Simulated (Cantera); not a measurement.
Gas mixture: NO = 0.46 (molar parts), at 42.8 Torr, frozen composition.

Cantera's kinetic-theory transport with the Lennard-Jones parameters of GRI-Mech 3.0, ideal gas; thermal conductivity in the multicomponent form. The composition is frozen, though it would react at the higher temperatures.

D: mixture-averaged diffusion coefficient of that species in the mixture.

| T (K) | ρ (kg/m³) | cp (J/kg/K) | μ (µPa s) | λ (mW/m/K) | Pr | D (cm²/s) NO | D (cm²/s) CH3 | D (cm²/s) N2 |
|---|---|---|---|---|---|---|---|---|
| 400 | 0.0514 | 998.6 | 23.1 | [?] | 0.711 | 1190 | 6.58 | 6.02 |
| 550 | 0.0374 | 1028 | 28.9 | [?] | 0.709 | 2080 | 11.4 | 10.4 |
| 700 | 0.0294 | 1067 | 34.0 | [?] | 0.708 | 3160 | 17.2 | 15.6 |
| 850 | 0.0242 | 1104 | 38.6 | [?] | 0.708 | 4400 | 23.9 | 21.6 |
| 1000 | 0.0206 | 1133 | 42.9 | [?] | 0.707 | 5790 | 31.4 | 28.3 |
| 1150 | 0.0179 | 1153 | 47.0 | [?] | 0.707 | 7330 | 39.6 | 35.7 |

### Question
Some entries are withheld; supply them.

### Answer

- 400, λ (mW/m/K): 32.5
- 550, λ (mW/m/K): 41.9
- 700, λ (mW/m/K): 51.2
- 850, λ (mW/m/K): 60.2
- 1000, λ (mW/m/K): 68.8
- 1150, λ (mW/m/K): 76.7
